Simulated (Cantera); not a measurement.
A diamond (100) surface in a fixed gas of H2 with x(CH4) = 0.013, x(H) = 0.034, x(CH3) = 2.9e-05, 188 Torr; coverages are run to steady state.

Detailed kinetics in Cantera: the Harris–Goodwin 1993 mechanism for the reconstructed diamond (100) surface.

θ: site fractions in the mechanism's names (c6HH fully hydrogenated, c6H* and c6*H radical sites, c6** diradical, c6HM methylated).

| T (K) | growth (µm/h) | θ c6HH | θ c6H* | θ c6*H | θ c6** | θ c6HM |
|---|---|---|---|---|---|---|
| 925 | 2.66 | 0.667 | 0.0138 | 0.313 | 0.00565 | (withheld) |
| 1000 | 3.90 | 0.596 | 0.0201 | 0.373 | 0.0101 | (withheld) |
| 1075 | 5.30 | 0.531 | 0.0272 | 0.425 | 0.0164 | (withheld) |
| 1150 | 6.71 | 0.472 | 0.0350 | 0.468 | 0.0247 | (withheld) |
| 1225 | 7.72 | 0.421 | 0.0430 | 0.501 | 0.0352 | (withheld) |
| 1300 | 7.54 | 0.376 | 0.0511 | 0.525 | 0.0477 | (withheld) |
| 1375 | 6.03 | 0.337 | 0.0589 | 0.542 | 0.0620 | (withheld) |

Question: What belongs in the gaps?

Answer: 
- 925, θ c6HM: 0.000649
- 1000, θ c6HM: 0.000471
- 1075, θ c6HM: 0.000348
- 1150, θ c6HM: 0.000258
- 1225, θ c6HM: 0.000184
- 1300, θ c6HM: 0.000114
- 1375, θ c6HM: 5.53e-5
